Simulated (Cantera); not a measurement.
Input (Python, Cantera) and output of one run.

```python
import numpy as np
import cantera as ct

gas_names = """
    Electron F F+ F- FO FO2 F2 F2O H H+ H- HF HOF HO2 H2 H2+ H2- H2F2 H2O H2O+ H2O2 H3F3 H3O+ H4F4 H5F5
    H6F6 H7F7 O O+ O- OH OH+ OH- O2 O2+ O2- O3
""".split()
cond_names = """
    H2O(s) H2O(L)
""".split()


# ... load() reads the species with a 1 bar reference pressure and builds the phases ...
atoms = {
    'HF': {'H': 1, 'F': 1},
    'O2': {'O': 2},
    'H2O': {'H': 2, 'O': 1},
}
top_T = {}  # K; cautious upper limits of use, not melting points


# ... equilibrate(T, P, feed) seeds the gas with the atoms and calls Mixture.equilibrate('TP', solver="vcs", rtol=1e-11, max_steps=5000) ...
results = []
feed = {'HF': 1, 'O2': 0.3, 'H2O': 1.3}  # mol
P = 280  # Pa
for T in [3000, 3500, 4000, 4500, 5000]:
    mix = equilibrate(T, P, feed)
    results.append((T, P, feed, dict(zip(mix.species_names, mix.species_moles))))

top = {s: max(r[3][s] / sum(r[3][g] for g in gas_names) for r in results) for s in gas_names}
cols = sorted((s for s in top if top[s] > 1e-06), key=lambda s: -top[s])[:7]
seen = [c for c in cond_names if any(r[3].get(c, 0) > 1e-12 for r in results)]
print("log10 of partial pressures in bar; condensed amounts in mol")
print(f"{'T/K':>10s}" + "".join(f"{s[:9]:>10s}" for s in cols + seen))
for T, P, feed, n in results:
    ng = sum(n[g] for g in gas_names)
    print(f"{T:10.4g}" + "".join(f"{np.log10(max(n[s] / ng * P / 1e5, 1e-99)):10.3f}" for s in cols)
          + "".join(f"{n.get(c, 0):10.4g}" for c in seen))
```

Output:

```
log10 of partial pressures in bar; condensed amounts in mol
       T/K         H         O        HF         F        OH        H2        O2
      3000    -2.907    -3.080    -3.322    -4.227    -4.171    -4.210    -4.268
      3500    -2.826    -3.074    -3.965    -3.467    -5.209    -5.195    -5.534
      4000    -2.811    -3.086    -4.975    -3.375    -6.052    -6.027    -6.517
      4500    -2.810    -3.087    -5.838    -3.367    -6.712    -6.697    -7.266
      5000    -2.810    -3.087    -6.536    -3.366    -7.243    -7.236    -7.865
```

These are equilibrium values from Cantera (NASA tables, ideal gas, pure condensed phases), not measurements of a reactor.
